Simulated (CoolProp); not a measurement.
A single-stage vapour-compression cycle with ammonia: evaporating at 321.15 K (dew point), condensing at 351.15 K (bubble point), superheat 8 K, subcooling 8 K, compressor efficiency 0.75, no pressure losses. Each further row changes one setting.

Computed with CoolProp (reference Helmholtz-energy equation of state, Gao 2020).

```json
[
 {"case": "as stated", "cooling COP": "6.97", "pressure ratio": "2.05", "discharge temperature (K)": "398.4", "refrigerating effect (kJ/kg)": "976", "volumetric capacity (kJ/m³)": "13900"},
 {"case": "evaporating temperature 326.15 K", "cooling COP": "8.63", "pressure ratio": "1.81", "discharge temperature (K)": "390.5", "refrigerating effect (kJ/kg)": "977", "volumetric capacity (kJ/m³)": "15800"},
 {"case": "condensing temperature 346.15 K", "cooling COP": "8.56", "pressure ratio": "1.84", "discharge temperature (K)": "386.9", "refrigerating effect (kJ/kg)": "1000", "volumetric capacity (kJ/m³)": "14300"},
 {"case": "subcooling 13 K", "cooling COP": "7.16", "pressure ratio": "2.05", "discharge temperature (K)": "398.4", "refrigerating effect (kJ/kg)": "1000", "volumetric capacity (kJ/m³)": "14300"},
 {"case": "superheat 18 K", "cooling COP": "6.82", "pressure ratio": "2.05", "discharge temperature (K)": "411.4", "refrigerating effect (kJ/kg)": "1010", "volumetric capacity (kJ/m³)": "13600"},
 {"case": "compressor efficiency 0.65", "cooling COP": "6.04", "pressure ratio": "2.05", "discharge temperature (K)": "405.2", "refrigerating effect (kJ/kg)": "976", "volumetric capacity (kJ/m³)": "13900"}
]
```
